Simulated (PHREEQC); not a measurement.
A solution holds 7.1 mmol/kgw HF and 0.88 mmol/kgw (CH3)4NF, at 25 °C. Closed to the air; pH follows from the charge balance.

The numbers come from PHREEQC with the ion-association model, phreeqc.dat.

| quantity | before | after |
|---|---|---|
| pH | 2.81 | 2.73 |
| ionic strength (mol/kgw) | 0.00251 | 0.00196 |
| HF (mol/kgw) | 0.00542 | 0.00511 |
| F- (mol/kgw) | 0.00246 | 0.00192 |
| HF2- (mol/kgw) | 5.12e-5 | 3.76e-5 |

Q: Name the change that produced these shifts.
(A) (CH3)4NF replaced by NH4F at the same molality
(B) 0.00031 mol/kgw LiCl added
(C) temperature from 25 to 70 °C
(D) (CH3)4NF replaced by KF at the same molality
(E) (CH3)4NF left out

A: E, (CH3)4NF left out

Precipitation was switched off in this run. (CH3)4N+ isn't in the database: it is added as a free cation with an ion size of 4 Å.
